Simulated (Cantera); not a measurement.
Charge: 1 mol Al, 5.6 mol N2O, a varied amount of H2, equilibrated at 925 K and 0.180 bar.

Method: chemical equilibrium by Gibbs-energy minimisation in Cantera with the NASA 1993 tables (ideal gas, pure condensed phases). Candidate condensed phases: Al, AlN, Al2O3, H2O; 35 gas species. Kinetics and transport are ignored.

log p: log10 of the partial pressure in bar; n: condensed amount in mol.

```
n(H2) (mol)  log p H2  log p N2  log p H2O  log p NH3  n Al2O3(s)
-----------  --------  --------  ---------  ---------  ----------
99              -0.79     -2.02      -2.15      -5.19       0.500
120             -0.78         …          …      -5.22       0.500
140             -0.77     -2.16      -2.30      -5.24       0.500
170             -0.77     -2.24      -2.38      -5.28       0.500
200             -0.77     -2.31      -2.44      -5.31       0.500
240             -0.76     -2.39      -2.52      -5.34       0.500
280             -0.76     -2.45      -2.59      -5.37       0.500
340             -0.76     -2.54      -2.67      -5.41       0.500
400             -0.76         …          …      -5.44       0.500
480             -0.75     -2.68      -2.82      -5.47       0.500
570             -0.75     -2.76      -2.89      -5.51       0.500
```

Problem. Complete the blanks.

Solution. 
- 400, log p N2: -2.60
- 400, log p H2O: -2.74
- 120, log p N2: -2.10
- 120, log p H2O: -2.23
